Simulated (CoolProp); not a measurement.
The numbers come from the reference Helmholtz-energy equation of state, Kamei 1995 in CoolProp.

Question: For R22, give the phase and the cp (kJ/(kg K)), Prandtl number at 289.9 K and 1.01 bar.

Answer: 
- 289.9 K and 1.01 bar: gas; cp 0.654, Prandtl number 0.798

Viscosity comes from a separate model (Bell 2016), an estimate that may be off by 10 % or more. Thermal conductivity comes from a separate model (McLinden 2000), an estimate that may be off by 10 % or more.
